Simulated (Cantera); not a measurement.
**Equilibrium for hydrogen reduction and annealing atmospheres: TiO2 + H2 + H2O**

Input: 1 mol TiO2, 22 mol H2, a varied amount of H2O, held at 1900 K and 0.133 bar.

Equilibrium computed with Cantera from the NASA thermochemical tables; the gas is ideal and each condensed phase is pure. Candidate condensed phases: H2O, Ti, TiO, TiO2, Ti2O3, Ti3O5, Ti4O7; 12 gas species. Condensed phases not in the tables: Magnéli phases beyond Ti4O7. Kinetics and transport are ignored.

| n(H2O) (mol) | log p H2 | log p H2O | log p H | log p OH | log p TiO2 | log p TiO | log p O | n Ti3O5(s) | n Ti4O7(s) |
|---|---|---|---|---|---|---|---|---|---|
| 0.044 | -0.88 | -2.64 | -3.54 | -6.39 | -7.80 | -8.06 | -9.17 | 0.333 | 0 |
| 0.062 | -0.88 | -2.62 | -3.54 | -6.37 | -7.80 | -8.08 | -9.15 | 0.333 | 0 |
| 0.087 | -0.88 | -2.60 | -3.54 | -6.34 | -7.79 | -8.09 | -9.12 | 0.333 | 0 |
| 0.12 | -0.89 | -2.56 | -3.54 | -6.31 | -7.78 | -8.11 | -9.09 | 0.333 | 0 |
| 0.17 | -0.89 | -2.52 | -3.54 | -6.26 | -7.76 | -8.15 | -9.04 | 0.333 | 0 |
| 0.24 | -0.89 | -2.46 | -3.54 | -6.21 | -7.74 | -8.18 | -8.99 | 0.333 | 0 |
| 0.35 | -0.89 | -2.39 | -3.55 | -6.13 | -7.72 | -8.23 | -8.91 | 0.333 | 0 |
| 0.49 | -0.89 | -2.31 | -3.55 | -6.05 | -7.69 | -8.29 | -8.83 | 0.333 | 0 |
| 0.69 | -0.90 | -2.22 | -3.55 | -5.96 | -7.66 | -8.35 | -8.74 | 0.333 | 0 |
| 0.97 | -0.90 | -2.12 | -3.55 | -5.86 | -7.62 | -8.42 | -8.63 | 0.333 | 0 |
| 1.4 | -0.91 | -2.03 | -3.55 | -5.76 | -7.59 | -8.49 | -8.53 | 0 | 0.250 |
| 1.9 | -0.92 | -1.92 | -3.56 | -5.65 | -7.56 | -8.57 | -8.42 | 0 | 0.250 |
| 2.7 | -0.93 | -1.80 | -3.57 | -5.52 | -7.53 | -8.68 | -8.28 | 0 | 0.250 |
log p: log10 of the partial pressure in bar; n: condensed amount in mol.

From 0.044 mol H2O to 0.97 mol H2O the condensed part is Ti3O5(s). From 1.4 mol H2O to 2.7 mol H2O the condensed part is Ti4O7(s). The main Ti-bearing gas is TiO2 throughout.
